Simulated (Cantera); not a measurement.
Cantera run:

```python
import numpy as np
import cantera as ct

gas_names = """
    CL CL2 H HCL H2 N NH NH2 NH3 N2 N2H2 N2H4 Si SiCL SiCL2 SiCL3 SiCL4 SiH SiHCL3 SiH2 SiH2CL2 SiH3
    SiH3CL SiH4 SiN Si2 Si2N Si3
""".split()
cond_names = """
    NH4CL(a) NH4CL(b) Si(cr) Si(L) Si3N4(a)
""".split()


# ... load() reads the species with a 1 bar reference pressure and builds the phases ...
atoms = {
    'SiHCl3': {'Si': 1, 'H': 1, 'CL': 3},
    'N2': {'N': 2},
}
top_T = {'Si3N4(a)': 2400}  # K; cautious upper limits of use, not melting points


# ... equilibrate(T, P, feed) seeds the gas with the atoms and calls Mixture.equilibrate('TP', solver="vcs", rtol=1e-11, max_steps=5000) ...
results = []
feed = {'SiHCl3': 1, 'N2': 71}  # mol
T = 923  # K
P = 6700  # Pa
mix = equilibrate(T, P, feed)
results.append((T, P, feed, dict(zip(mix.species_names, mix.species_moles))))
print(gas.report(threshold=0.0001))
for i in range(1, mix.n_phases):
    print(f"{mix.phase(i).name:16s} {mix.phase_moles(i):12.5e} mol")
```

It prints:

```
       temperature   923 K
          pressure   6700 Pa
           density   0.025436 kg/m^3
  mean mol. weight   29.135 kg/kmol
   phase of matter   gas

                          1 kg             1 kmol
                     ---------------   ---------------
          enthalpy        4.5654e+05        1.3301e+07  J
   internal energy        1.9314e+05        5.6271e+06  J
           entropy            8597.7        2.5049e+05  J/K
    Gibbs function       -7.4792e+06       -2.1791e+08  J
 heat capacity c_p            1125.3             32787  J/K
 heat capacity c_v            839.97             24472  J/K

                      mass frac. Y      mole frac. X     chem. pot. / RT
                     ---------------   ---------------   ---------------
               HCL          0.015474          0.012366           -43.203
                H2        5.1587e-05        0.00074553           -27.214
                N2           0.94189           0.97959           -27.383
             SiCL4          0.042567         0.0073003           -139.13
     [  +24 minor]        1.3414e-05        2.8994e-06

Si(cr)            0.00000e+00 mol
Si3N4(a)          1.57674e-01 mol
```

These are equilibrium values from Cantera (NASA tables, ideal gas, pure condensed phases), not measurements of a reactor. N2 is the only nitrogen source here; it is nearly inert below about 1500 K, so the nitride shown seldom forms there in practice.
